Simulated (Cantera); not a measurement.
Standard-state values (1 bar) from the NASA 1993 polynomials, evaluated with Cantera. Values are per mole of reaction as written; species without (g) are pure solids or liquids, kept so even where they would boil at 1 bar.

3 SiO(g) ⇌ O3(g) + 3 Si(g)

| T (K) | ΔH° (kJ) | ΔS° (J/K) | ΔG° (kJ) | log10 K |
|---|---|---|---|---|
| 2373 | ? | ? | ? | ? |
| 2423 | 1828.1 | 139.6 | 1489.9 | -32.12 |
| 2473 | 1829.8 | 140.3 | 1482.9 | -31.32 |
| 2523 | 1831.5 | 141.0 | 1475.8 | -30.55 |
| 2573 | 1833.3 | 141.7 | 1468.8 | -29.82 |
| 2623 | ? | ? | ? | ? |
| 2673 | 1837.0 | 143.1 | 1454.5 | -28.42 |
| 2723 | 1839.0 | 143.8 | 1447.3 | -27.76 |
| 2773 | 1841.0 | 144.6 | 1440.1 | -27.13 |
| 2823 | 1843.1 | 145.3 | 1432.9 | -26.51 |

Question: Some entries are withheld; supply them.

Answer: 
- 2373, ΔH° (kJ): 1826.5
- 2373, ΔS° (J/K): 138.9
- 2373, ΔG° (kJ): 1496.8
- 2373, log10 K: -32.95
- 2623, ΔH° (kJ): 1835.2
- 2623, ΔS° (J/K): 142.4
- 2623, ΔG° (kJ): 1461.7
- 2623, log10 K: -29.11
